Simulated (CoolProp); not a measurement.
Vapour-liquid equilibrium of R22 (1) + R152A (2) at 309 K; x and y are mole fractions of (1).

Model: multi-fluid Helmholtz-energy mixture model, Kamei 1995 and Outcalt 1996; pair parameters Bell 2016, in CoolProp.

```json
[
 {"x": "0.05", "bubble pressure (MPa)": "0.8333", "y at the bubble point": "0.069", "dew pressure at overall composition x (MPa)": "0.8275", "liquid density (mol/L)": "13.20"},
 {"x": "0.125", "bubble pressure (MPa)": "0.8652", "y at the bubble point": "0.168", "dew pressure at overall composition x (MPa)": "0.8509", "liquid density (mol/L)": "13.22"},
 {"x": "0.2", "bubble pressure (MPa)": "…", "y at the bubble point": "…", "dew pressure at overall composition x (MPa)": "0.8759", "liquid density (mol/L)": "13.23"},
 {"x": "0.275", "bubble pressure (MPa)": "0.9334", "y at the bubble point": "0.354", "dew pressure at overall composition x (MPa)": "0.9029", "liquid density (mol/L)": "13.25"},
 {"x": "0.35", "bubble pressure (MPa)": "0.9703", "y at the bubble point": "0.440", "dew pressure at overall composition x (MPa)": "0.9320", "liquid density (mol/L)": "13.27"},
 {"x": "0.425", "bubble pressure (MPa)": "1.009", "y at the bubble point": "0.522", "dew pressure at overall composition x (MPa)": "0.9637", "liquid density (mol/L)": "13.28"},
 {"x": "0.5", "bubble pressure (MPa)": "1.050", "y at the bubble point": "0.600", "dew pressure at overall composition x (MPa)": "0.9984", "liquid density (mol/L)": "13.29"},
 {"x": "0.575", "bubble pressure (MPa)": "1.094", "y at the bubble point": "0.673", "dew pressure at overall composition x (MPa)": "1.037", "liquid density (mol/L)": "13.30"},
 {"x": "0.65", "bubble pressure (MPa)": "1.140", "y at the bubble point": "…", "dew pressure at overall composition x (MPa)": "1.080", "liquid density (mol/L)": "13.30"},
 {"x": "0.725", "bubble pressure (MPa)": "1.188", "y at the bubble point": "…", "dew pressure at overall composition x (MPa)": "1.128", "liquid density (mol/L)": "13.30"},
 {"x": "0.8", "bubble pressure (MPa)": "1.239", "y at the bubble point": "0.865", "dew pressure at overall composition x (MPa)": "1.184", "liquid density (mol/L)": "13.30"},
 {"x": "0.875", "bubble pressure (MPa)": "1.292", "y at the bubble point": "0.920", "dew pressure at overall composition x (MPa)": "1.248", "liquid density (mol/L)": "13.29"},
 {"x": "0.95", "bubble pressure (MPa)": "1.346", "y at the bubble point": "0.969", "dew pressure at overall composition x (MPa)": "1.324", "liquid density (mol/L)": "13.27"}
]
```

Problem. Some entries are withheld; supply them.

Solution. 
- 0.2, bubble pressure (MPa): 0.8985
- 0.2, y at the bubble point: 0.263
- 0.65, y at the bubble point: 0.742
- 0.725, y at the bubble point: 0.806

No azeotrope shows between x = 0.05 and 0.95.

The pair parameters rest on a limited set of measurements; away from them the model extrapolates.
